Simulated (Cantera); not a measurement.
An adiabatic, constant-volume homogeneous reactor starts with 4.37 % C3H8, 8.30 % O2, 87.3 % N2, equivalence ratio 2.6, at 1450 K and 1.70 bar.

Computed with Cantera and GRI-Mech 3.0 (53 species, 325 reactions). GRI-Mech 3.0 was tuned for natural gas; its chemistry of propane as a main component is partial and can be far from experiment.

Task: Predict: time of steepest temperature rise; temperature at 3.00 s; equilibrium temperature; x(O2) at 3.00 s; x(NO) at 3.00 s; x(H2O) at 3.00 s; x(H2) at 3.00 s.

Result: 
```json
{
  "time_of_steepest_temperature_rise": "0.203 ms",
  "temperature at 3.00 s": "2076 K",
  "equilibrium_temperature": "2076 K",
  "x(O2) at 3.00 s": "3.74e-9 (gas-phase equilibrium 3.74e-9)",
  "x(NO) at 3.00 s": "1.23e-6 (gas-phase equilibrium 1.22e-6)",
  "x(H2O) at 3.00 s": "0.0251 (gas-phase equilibrium 0.0251)",
  "x(H2) at 3.00 s": "0.123 (gas-phase equilibrium 0.123)"
}
```
